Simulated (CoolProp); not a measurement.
Vapour pressure (kPa) of octamethylcyclotetrasiloxane (D4): the reference equation beside estimates from Tc = 586.5 K, pc = 1347 kPa, ω = 0.598.

Values from CoolProp's reference Helmholtz-energy equation of state, Thol 2015.

```json
[
 {"T (K)": "305.1", "reference": "0.2221", "Lee-Kesler": "0.2505", "Soave-Redlich-Kwong": "0.2492", "Peng-Robinson": "(withheld)"},
 {"T (K)": "326.4", "reference": "0.8728", "Lee-Kesler": "0.9333", "Soave-Redlich-Kwong": "0.9306", "Peng-Robinson": "1.042"},
 {"T (K)": "347.7", "reference": "2.762", "Lee-Kesler": "2.857", "Soave-Redlich-Kwong": "2.852", "Peng-Robinson": "3.090"},
 {"T (K)": "368.9", "reference": "7.317", "Lee-Kesler": "7.428", "Soave-Redlich-Kwong": "7.416", "Peng-Robinson": "7.837"},
 {"T (K)": "390.2", "reference": "16.94", "Lee-Kesler": "17.02", "Soave-Redlich-Kwong": "(withheld)", "Peng-Robinson": "17.62"},
 {"T (K)": "411.5", "reference": "35.03", "Lee-Kesler": "35.03", "Soave-Redlich-Kwong": "(withheld)", "Peng-Robinson": "35.78"},
 {"T (K)": "432.7", "reference": "65.86", "Lee-Kesler": "65.74", "Soave-Redlich-Kwong": "65.97", "Peng-Robinson": "66.56"},
 {"T (K)": "454", "reference": "115.1", "Lee-Kesler": "114.9", "Soave-Redlich-Kwong": "115.8", "Peng-Robinson": "115.8"},
 {"T (K)": "475.3", "reference": "189.2", "Lee-Kesler": "188.9", "Soave-Redlich-Kwong": "191.2", "Peng-Robinson": "190.2"},
 {"T (K)": "496.5", "reference": "(withheld)", "Lee-Kesler": "(withheld)", "Soave-Redlich-Kwong": "299.5", "Peng-Robinson": "296.9"},
 {"T (K)": "517.8", "reference": "441.4", "Lee-Kesler": "441.5", "Soave-Redlich-Kwong": "450.4", "Peng-Robinson": "446.1"}
]
```

What belongs in the gaps?


- 305.1, Peng-Robinson: 0.2906
- 390.2, Soave-Redlich-Kwong: 17.01
- 411.5, Soave-Redlich-Kwong: 35.06
- 496.5, reference: 294.8
- 496.5, Lee-Kesler: 294.5

Absolute difference from the reference over all 11 rows, mean and median: Lee-Kesler 2.3 and 0.2 %, Soave-Redlich-Kwong 2.7 and 1.4 %, Peng-Robinson 7.2 and 2.1 %.
